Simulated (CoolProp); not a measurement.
R1336mzz(E) along the isobar 0.954 MPa: density (kg/m³) from the reference equation and from simpler models built on Tc = 403.5 K, pc = 2.779 MPa, ω = 0.413; each cubic takes its own stable root.

Computed with CoolProp (reference Helmholtz-energy equation of state, Akasaka 2023).

```json
[
 {"T (K)": "266.9", "phase": "liquid", "reference": "1417"},
 {"T (K)": "284.8", "phase": "liquid", "reference": "1368"},
 {"T (K)": "302.7", "phase": "liquid", "reference": "1315"},
 {"T (K)": "320.6", "phase": "liquid", "reference": "1256"},
 {"T (K)": "338.4", "phase": "liquid", "reference": "1188"},
 {"T (K)": "356.3", "phase": "gas", "reference": "69.02"},
 {"T (K)": "374.2", "phase": "gas", "reference": "61.83"},
 {"T (K)": "392.1", "phase": "gas", "reference": "56.60"},
 {"T (K)": "410", "phase": "gas", "reference": "52.51"}
]
```

Problem. How far does each simpler model (Soave-Redlich-Kwong, Peng-Robinson) lie from the reference over these 9 states: mean and median of the absolute difference, and the worst?

Solution. 
- Soave-Redlich-Kwong: mean 7.9 %, median 12.1 %, worst -15.1 % at 338.4 K and 0.954 MPa
- Peng-Robinson: mean 1.2 %, median 0.8 %, worst -3.6 % at 338.4 K and 0.954 MPa
